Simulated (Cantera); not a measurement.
An isothermal, constant-pressure homogeneous reactor starts with CH4 : H2 = 0.024 : 5.2 (molar parts), at 2275 K and 2400 Pa.

Detailed kinetics in Cantera: GRI-Mech 3.0 (53 species, 325 reactions). GRI-Mech 3.0 stops at C3 and has no aromatics, soot or wall deposition, so with more carbon than oxygen in the feed, carbon stays in small species such as C2H2 where larger ones or solid carbon would form. Radical loss at walls, strong at low pressure, is not modelled.

x: mole fraction; the columns are a selection and need not sum to one.

| t (s) | x CH4 | x H2 | x H | x CH3 | x CH2 | x C2H2 |
|---|---|---|---|---|---|---|
| 2.00e-6 | 0.00459 | 0.995 | 2.70e-6 | 2.10e-6 | 2.14e-11 | <1e-12 |
| 6.32e-6 | 0.00459 | 0.995 | 9.69e-6 | 5.49e-6 | 1.87e-10 | <1e-12 |
| 2.00e-5 | 0.00458 | 0.995 | 3.68e-5 | 1.11e-5 | 1.18e-9 | 1.99e-12 |
| 6.32e-5 | 0.00457 | 0.995 | 0.000131 | 2.00e-5 | 5.45e-9 | 1.06e-10 |
| 0.000200 | 0.00455 | 0.995 | 0.000432 | 4.57e-5 | 3.27e-8 | ? |
| 0.000632 | 0.00447 | 0.994 | 0.00137 | 0.000124 | 2.61e-7 | ? |
| 0.00200 | 0.00421 | 0.991 | 0.00424 | 0.000346 | 2.16e-6 | ? |
| 0.00632 | 0.00328 | 0.984 | 0.0119 | 0.000747 | 1.25e-5 | ? |
| 0.0200 | 0.000970 | 0.975 | 0.0222 | 0.000416 | 1.36e-5 | ? |
| 0.0632 | 0.000138 | 0.967 | 0.0301 | 8.08e-5 | 3.72e-6 | 0.00214 |
| 0.200 | 2.03e-5 | 0.958 | 0.0393 | 1.56e-5 | 9.54e-7 | 0.00222 |
| 0.632 | 4.74e-6 | 0.948 | 0.0502 | 4.71e-6 | 3.72e-7 | 0.00222 |
| 2.00 | 3.74e-6 | 0.944 | 0.0536 | 3.99e-6 | 3.37e-7 | 0.00222 |
| 6.32 | 3.74e-6 | 0.944 | 0.0536 | 3.98e-6 | 3.37e-7 | 0.00222 |
| 20.0 | 3.74e-6 | 0.944 | 0.0536 | 3.98e-6 | 3.37e-7 | 0.00222 |

Q: Some entries are withheld; supply them.

A: 
- 0.000200, x C2H2: 4.45e-9
- 0.000632, x C2H2: 2.32e-7
- 0.00200, x C2H2: 9.93e-6
- 0.00632, x C2H2: 0.000257
- 0.0200, x C2H2: 0.00156
